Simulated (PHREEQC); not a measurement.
Make-up at 40 °C: 0.029 mol HF, 0.001 mol (CH3)4NF and 0.00038 mol H4SiO4 per kg of water. Closed to the air; pH follows from the charge balance.

Equilibrium calculation in PHREEQC: ion-association model, phreeqc.dat.

Each row changes one thing in this solution. Precipitation was switched off in this run.

```
case                               pH  ionic strength (mol/kgw)  HF (mol/kgw)  F- (mol/kgw)  HF2- (mol/kgw)  H4SiO4 (mol/kgw)  SI of Quartz (SiO2)
-------------------------------  ----  ------------------------  ------------  ------------  --------------  ----------------  -------------------
as made                          2.46                   0.00515        0.0234       0.00365        0.000358           3.10e-9                -4.74
temperature from 40 to 65 °C     2.56                   0.00436        0.0242       0.00291        0.000309           2.13e-7                  [?]
0.0064 mol/kgw NaCl added        2.45                    0.0117        0.0232       0.00375        0.000366           2.80e-9                  [?]
HF from 0.029 to 0.0435 mol/kgw  2.35                   0.00626        0.0364       0.00445        0.000680          3.48e-10                  [?]
temperature from 40 to 30 °C     2.42                   0.00549        0.0230       0.00398        0.000364          5.51e-10                  [?]
```

Question: Complete the blanks.

Answer: 
- temperature from 40 to 65 °C, SI of Quartz (SiO2): -3.21
- 0.0064 mol/kgw NaCl added, SI of Quartz (SiO2): -4.78
- HF from 0.029 to 0.0435 mol/kgw, SI of Quartz (SiO2): -5.69
- temperature from 40 to 30 °C, SI of Quartz (SiO2): -5.35

(CH3)4N+ isn't in the database: it is added as a free cation with an ion size of 4 Å. Constants without temperature data keep their 25 °C values here. SiF6-2 is the database's only silicon fluoride.
